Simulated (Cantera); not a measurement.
Input (Python, Cantera) and output of one run.

```python
import numpy as np
import cantera as ct

gas_names = """
    H HNO HNO2 HNO3 HO2 H2 H2O H2O2 N NH NH2 NH3 NH2OH NO NO2 NO3 N2 N2H2 N2H4 N2O O OH O2 O3 Pb PbO Pb2
""".split()
cond_names = """
    H2O(s) H2O(L) Pb(cr) Pb(L) PbO(rd) PbO(yw) PbO(L) PbO2(s) Pb3O4(s)
""".split()


# ... load() reads the species with a 1 bar reference pressure and builds the phases ...
atoms = {
    'PbO': {'Pb': 1, 'O': 1},
    'H2': {'H': 2},
    'N2': {'N': 2},
}
top_T = {'Pb3O4(s)': 820}  # K; cautious upper limits of use, not melting points


# ... equilibrate(T, P, feed) seeds the gas with the atoms and calls Mixture.equilibrate('TP', solver="vcs", rtol=1e-11, max_steps=5000) ...
results = []
feed = {'PbO': 1, 'H2': 1000, 'N2': 4.2}  # mol
T = 873.15  # K
P = 3500  # Pa
mix = equilibrate(T, P, feed)
results.append((T, P, feed, dict(zip(mix.species_names, mix.species_moles))))
print(gas.report(threshold=0.001))
for i in range(1, mix.n_phases):
    print(f"{mix.phase(i).name:16s} {mix.phase_moles(i):12.5e} mol")
```

It prints:

```
       temperature   873.15 K
          pressure   3500 Pa
           density   0.0010338 kg/m^3
  mean mol. weight   2.1444 kg/kmol
   phase of matter   gas

                          1 kg             1 kmol
                     ---------------   ---------------
          enthalpy        7.7607e+06        1.6642e+07  J
   internal energy        4.3753e+06        9.3824e+06  J
           entropy             88905        1.9065e+05  J/K
    Gibbs function       -6.9866e+07       -1.4982e+08  J
 heat capacity c_p             13942             29897  J/K
 heat capacity c_v             10064             21582  J/K

                      mass frac. Y      mole frac. X     chem. pot. / RT
                     ---------------   ---------------   ---------------
                H2           0.93523            0.9948           -20.537
                N2          0.054615         0.0041807           -33.354
     [  +25 minor]          0.010156         0.0010175

Pb(L)             9.81674e-01 mol
PbO(yw)           0.00000e+00 mol
PbO2(s)           0.00000e+00 mol
```

Equilibrium computed with Cantera from the NASA thermochemical tables; the gas is ideal and each condensed phase is pure.
